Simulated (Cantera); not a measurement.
Feed: 1 mol CsCl, 5.3 mol O₂, 12 mol H₂, equilibrated at 0.100 bar.

These are equilibrium values from Cantera (NASA tables, ideal gas, pure condensed phases), not measurements of a reactor. Candidate condensed phases: Cs, CsCl, CsOH, H₂O; 22 gas species. Kinetics and transport are ignored. All values below are at 1502 °C.

Base state: H₂O 0.811, H₂ 0.107, CsCl 0.0726, HCl 0.00414, CsOH 0.00362, Cs 0.000528, H 0.000300, OH 0.000141 (mole fractions); condensed: gas only.

What changes in the equilibrium state with this change: O₂ from 5.3 to 1.9 mol?


```
species    before     after
-------  --------  --------
H₂          0.107     0.629
H₂O         0.811     0.290
CsCl       0.0726    0.0735
CsOH      0.00362   0.00165
OH       0.000141   2.09e-5
Cs       0.000528   0.00163
H        0.000300  0.000726
HCl       0.00414   0.00328
```

What changes in the equilibrium state with this change: O₂ from 5.3 to 0.13 mol?


| species | before | after |
|---|---|---|
| H₂ | 0.107 | 0.900 |
| CsCl | 0.0726 | 0.0741 |
| H₂O | 0.811 | 0.0198 |
| CsOH | 0.00362 | 0.000143 |
| OH | 0.000141 | 1.19e-6 |
| Cs | 0.000528 | 0.00247 |
| H | 0.000300 | 0.000868 |
